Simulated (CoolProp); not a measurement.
Properties of R365MFC at several states.

Model: reference Helmholtz-energy equation of state, Lemmon 2016, in CoolProp.

```json
[
 {"T (K)": "249.8", "p (MPa)": "0.891", "phase": "liquid", "density (kg/m³)": "1357", "cp (kJ/(kg K))": "1.292", "isothermal compressibility (1/MPa)": "0.001164"},
 {"T (K)": "365.3", "p (MPa)": "0.0179", "phase": "gas", "density (kg/m³)": "0.8764", "cp (kJ/(kg K))": "1.108", "isothermal compressibility (1/MPa)": "56.11"},
 {"T (K)": "296", "p (MPa)": "0.573", "phase": "liquid", "density (kg/m³)": "1263", "cp (kJ/(kg K))": "1.371", "isothermal compressibility (1/MPa)": "0.001932"},
 {"T (K)": "258.8", "p (MPa)": "1.01", "phase": "liquid", "density (kg/m³)": "1340", "cp (kJ/(kg K))": "1.306", "isothermal compressibility (1/MPa)": "0.001274"},
 {"T (K)": "402.6", "p (MPa)": "0.915", "phase": "gas", "density (kg/m³)": "49.81", "cp (kJ/(kg K))": "1.356", "isothermal compressibility (1/MPa)": "1.409"}
]
```
